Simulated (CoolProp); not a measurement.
Properties of CHF3 (R23) along the isobar 0.541 MPa.

Model: reference Helmholtz-energy equation of state, Penoncello 2003, in CoolProp.

```json
[
 {"T (K)": "154", "phase": "liquid", "Z": "0.01871", "cp (kJ/(kg K))": "1.198", "isothermal compressibility (1/MPa)": "0.0009897", "expansivity (1/kK)": "2.203", "conductivity (mW/(m K))": "179", "fugacity coefficient": "0.01193"},
 {"T (K)": "180.4", "phase": "liquid", "Z": "0.01698", "cp (kJ/(kg K))": "1.220", "isothermal compressibility (1/MPa)": "0.001471", "expansivity (1/kK)": "2.476", "conductivity (mW/(m K))": "145", "fugacity coefficient": "0.09533"},
 {"T (K)": "206.8", "phase": "liquid", "Z": "0.01590", "cp (kJ/(kg K))": "1.270", "isothermal compressibility (1/MPa)": "0.002331", "expansivity (1/kK)": "2.936", "conductivity (mW/(m K))": "122", "fugacity coefficient": "0.4038"},
 {"T (K)": "233.2", "phase": "gas", "Z": "0.8913", "cp (kJ/(kg K))": "0.8386", "isothermal compressibility (1/MPa)": "2.105", "expansivity (1/kK)": "6.592", "conductivity (mW/(m K))": "10.9", "fugacity coefficient": "0.9027"},
 {"T (K)": "259.6", "phase": "gas", "Z": "0.9298", "cp (kJ/(kg K))": "0.7666", "isothermal compressibility (1/MPa)": "1.997", "expansivity (1/kK)": "4.966", "conductivity (mW/(m K))": "12.3", "fugacity coefficient": "0.9341"},
 {"T (K)": "286", "phase": "gas", "Z": "0.9510", "cp (kJ/(kg K))": "0.7657", "isothermal compressibility (1/MPa)": "1.947", "expansivity (1/kK)": "4.151", "conductivity (mW/(m K))": "13.6", "fugacity coefficient": "0.9530"},
 {"T (K)": "312.4", "phase": "gas", "Z": "0.9643", "cp (kJ/(kg K))": "0.7856", "isothermal compressibility (1/MPa)": "1.918", "expansivity (1/kK)": "3.626", "conductivity (mW/(m K))": "15.0", "fugacity coefficient": "0.9653"},
 {"T (K)": "338.8", "phase": "gas", "Z": "0.9734", "cp (kJ/(kg K))": "0.8132", "isothermal compressibility (1/MPa)": "1.900", "expansivity (1/kK)": "3.245", "conductivity (mW/(m K))": "16.4", "fugacity coefficient": "0.9739"}
]
```

Thermal conductivity comes from a separate model (Shan 2000).
